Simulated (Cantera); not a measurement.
A freely propagating, adiabatic, planar premixed flame of H2 : O2 : N2 = 1 : 0.357 : 1.29 (molar parts), unburnt at 650 K and 9.87 atm; mixture-averaged transport, grid criteria slope 0.08 and curve 0.16, no radiation.

Cantera simulation using the H2/O2 subset of GRI-Mech 3.0, which has no nitrogen chemistry; the numbers are that mechanism's predictions, not measurements. The hydrogen kinetics of GRI-Mech 3.0 are dated; newer H2 mechanisms differ, most at raised pressure. Burning velocities carry a grid error of a few per cent, more on coarse grids.

**Question.** What does this change do: inlet temperature 650 to 300 K?

**Answer.** 
```
quantity                     before      after
------------------------  ---------  ---------
laminar burning velocity  1010 cm/s   265 cm/s
thermal thickness         0.0242 mm  0.0198 mm
peak x(H2O2)                9.23e-5   0.000235
peak x(HO2)                 0.00137    0.00176
peak x(H)                    0.0457     0.0286
```

**Question.** What does this change do: O2 0.357 to 0.27 parts?

**Answer.** 
```csv
quantity,before,after
laminar burning velocity,1010 cm/s,779 cm/s
thermal thickness,0.0242 mm,0.0258 mm
peak x(H2O2),9.23e-5,7.79e-5
peak x(HO2),0.00137,0.00111
peak x(H),0.0457,0.0354
```
